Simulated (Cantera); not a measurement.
A diamond (100) surface in a fixed gas of H2 with x(CH4) = 0.0035, x(CH3) = 0.00012, at 1225 K, 0.128 atm; coverages are run to steady state.

Computed with Cantera and the Harris–Goodwin 1993 mechanism for the reconstructed diamond (100) surface.

θ: site fractions in the mechanism's names (c6HH fully hydrogenated, c6H* and c6*H radical sites, c6** diradical, c6HM methylated).

```json
[
 {"x(H)": "0.0001", "growth (µm/h)": "0.263", "θ c6HH": "0.625", "θ c6H*": "0.0277", "θ c6*H": "0.338", "θ c6**": "0.00465", "θ c6HM": "0.00160"},
 {"x(H)": "0.00019", "growth (µm/h)": "0.571", "θ c6HH": "0.551", "θ c6H*": "0.0329", "θ c6*H": "0.402", "θ c6**": "0.00891", "θ c6HM": "0.00203"},
 {"x(H)": "0.00038", "growth (µm/h)": "1.15", "θ c6HH": "0.494", "θ c6H*": "0.0367", "θ c6*H": "0.448", "θ c6**": "0.0151", "θ c6HM": "0.00242"},
 {"x(H)": "0.00073", "growth (µm/h)": "2.01", "θ c6HH": "0.461", "θ c6H*": "0.0388", "θ c6*H": "0.473", "θ c6**": "0.0212", "θ c6HM": "0.00266"},
 {"x(H)": "0.0014", "growth (µm/h)": "3.31", "θ c6HH": "0.442", "θ c6H*": "0.0399", "θ c6*H": "0.486", "θ c6**": "0.0263", "θ c6HM": "0.00271"},
 {"x(H)": "0.0028", "growth (µm/h)": "…", "θ c6HH": "0.431", "θ c6H*": "0.0406", "θ c6*H": "0.494", "θ c6**": "0.0301", "θ c6HM": "0.00250"},
 {"x(H)": "0.0054", "growth (µm/h)": "7.93", "θ c6HH": "0.425", "θ c6H*": "0.0409", "θ c6*H": "0.498", "θ c6**": "0.0324", "θ c6HM": "0.00208"},
 {"x(H)": "0.01", "growth (µm/h)": "10.6", "θ c6HH": "0.423", "θ c6H*": "0.0412", "θ c6*H": "0.500", "θ c6**": "0.0336", "θ c6HM": "0.00158"},
 {"x(H)": "0.02", "growth (µm/h)": "…", "θ c6HH": "0.421", "θ c6H*": "0.0416", "θ c6*H": "0.501", "θ c6**": "0.0345", "θ c6HM": "…"}
]
```

Question: What belongs in the gaps?

Answer: 
- 0.0028, growth (µm/h): 5.36
- 0.02, growth (µm/h): 13.4
- 0.02, θ c6HM: 0.00103
